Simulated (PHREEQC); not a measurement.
Dissolve 0.46 mol NaBr, 0.13 mol MgSO4 and 0.69 mol LiCl per kg of water at 22 °C. Closed to the air; pH follows from the charge balance.

Equilibrium calculation in PHREEQC: Pitzer model, pitzer.dat.

Q: The ionic strength comes out as 1.67 mol/kgw. What activity coefficients do Li+, Na+, Mg+2, Br-, SO4-2 get?

A: Li+ 1.0, Na+ 0.81, Mg+2 0.33, Br- 0.61, SO4-2 0.042. Single-ion values are on the MacInnes scale.

No solid was allowed to form.
